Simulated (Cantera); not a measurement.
**Equilibrium for iron carbonyl, mercury and lead vapours: HgO + N2 + H2**

Charge: 1 mol HgO, a varied amount of N2, 0.15 mol H2, held at 1227 °C and 31.0 Pa.

Method: chemical equilibrium by Gibbs-energy minimisation in Cantera with the NASA 1993 tables (ideal gas, pure condensed phases). Candidate condensed phases: H2O, Hg, HgO; 25 gas species. Equilibrium is a limit: real reactors are often held back by kinetics, nucleation or transport.

```tsv
n(N2) (mol)	log p N2	log p Hg	log p O2	log p H2O	log p NO
0.4	-4.20	-3.80	-4.18	-4.63	-6.71
0.72	-4.01	-3.87	-4.24	-4.70	-6.65
1.3	-3.85	-3.97	-4.34	-4.79	-6.62
2.3	-3.74	-4.10	-4.47	-4.92	-6.62
4.2	-3.65	-4.27	-4.64	-5.10	-6.67
7.5	-3.59	-4.47	-4.84	-5.29	-6.74
14	-3.56	-4.70	-5.08	-5.53	-6.84
24	-3.54	-4.92	-5.29	-5.74	-6.94
44	-3.52	-5.17	-5.55	-6.00	-7.06
79	-3.52	-5.41	-5.80	-6.24	-7.18
```
log p: log10 of the partial pressure in bar; nothing condenses.

From 0.4 mol N2 to 79 mol N2 nothing is condensed. The main Hg-bearing gas is Hg throughout.
